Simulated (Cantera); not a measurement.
Standard-state values (1 bar) from the NASA 1993 polynomials, evaluated with Cantera. Values are per mole of reaction as written; species without (g) are pure solids or liquids, kept so even where they would boil at 1 bar.

4 O3(g) + 3 Cr2N = 3 Cr2O3 + 3 NO(g)

```
T (K)  ΔH° (kJ)  ΔS° (J/K)  ΔG° (kJ)  log10 K
-----  --------  ---------  --------  -------
300           ?          ?         ?        ?
1323    -3316.8     -255.0   -2979.5   117.64
1373    -3318.3     -256.0   -2966.8   112.86
1423          ?          ?         ?        ?
1473    -3321.9     -258.6   -2941.0   104.29
1523    -3324.0     -260.0   -2928.1   100.42
1573          ?          ?         ?        ?
1623    -3329.1     -263.2   -2901.9    93.39
1673    -3332.1     -265.0   -2888.7    90.19
```

**Question.** Some entries are withheld; supply them.

**Answer.** 
- 300, ΔH° (kJ): -3321.9
- 300, ΔS° (J/K): -278.5
- 300, ΔG° (kJ): -3238.3
- 300, log10 K: 563.83
- 1423, ΔH° (kJ): -3320.0
- 1423, ΔS° (J/K): -257.2
- 1423, ΔG° (kJ): -2953.9
- 1423, log10 K: 108.43
- 1573, ΔH° (kJ): -3326.4
- 1573, ΔS° (J/K): -261.5
- 1573, ΔG° (kJ): -2915.0
- 1573, log10 K: 96.80
